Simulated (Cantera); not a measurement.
## Equilibrium for metals in furnace atmospheres: Al + O2 + CO + H2O

Charge: 1 mol Al, 0.27 mol O2, 100 mol CO, 26 mol H2O, at 952 °C and 74.0 Pa.

Equilibrium computed with Cantera from the NASA thermochemical tables; the gas is ideal and each condensed phase is pure. Candidate condensed phases: Al, Al2O3, C, C6H6, C7H8, C8H18, H2O; 121 gas species. Kinetics and transport are ignored.

```json
{
 "x(CO)": "0.647",
 "x(H2)": "0.155",
 "x(CO2)": "0.147",
 "x(H2O)": "0.0517",
 "x(H)": "4.51e-6",
 "n(Al2O3(s))": "0.500 mol",
 "gas_amount": "126.0 mol",
 "log10 activity of C(graphite) (absent)": "-4.55",
 "log10 activity of Al(l) (absent)": "-15.21"
}
```
